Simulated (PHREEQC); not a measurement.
Solution A (0.14 mol/kgw SrCl2, 0.012 mol/kgw CO2 and 0.026 mol/kgw KCl) is mixed with solution B (8 mmol/kgw CdCl2, 0.09 mmol/kgw H3BO3 and 0.12 mmol/kgw MnSO4) at 40 °C; shares are by mass of water, 1 kg in all. The system is closed to oxygen. The system is closed to CO2. Only these solids could form: Celestite, Rhodochrosite, Pyrochroite, Strontianite, Cd(OH)2, Otavite, CdOHCl.

The numbers come from PHREEQC with the ion-association model, wateq4f.dat.

Task: Predict pH, Mn+2 (mol/kgw), SO4-2 (mol/kgw), Cd+2 (mol/kgw) at share of solution B = 0.1, 0.4, 0.9.

Result: 
```json
[
 {"share of solution B": "0.1", "pH": "3.96", "Mn+2 (mol/kgw)": "9.29e-6", "SO4-2 (mol/kgw)": "4.72e-6", "Cd+2 (mol/kgw)": "6.57e-5"},
 {"share of solution B": "0.4", "pH": "4.09", "Mn+2 (mol/kgw)": "3.93e-5", "SO4-2 (mol/kgw)": "2.02e-5", "Cd+2 (mol/kgw)": "0.000394"},
 {"share of solution B": "0.9", "pH": "4.57", "Mn+2 (mol/kgw)": "0.000100", "SO4-2 (mol/kgw)": "6.04e-5", "Cd+2 (mol/kgw)": "0.00249"}
]
```

Complexes and solids missing from the database can't appear. At this temperature some constants are extrapolated from 25 °C, and those without enthalpy data are left unchanged.
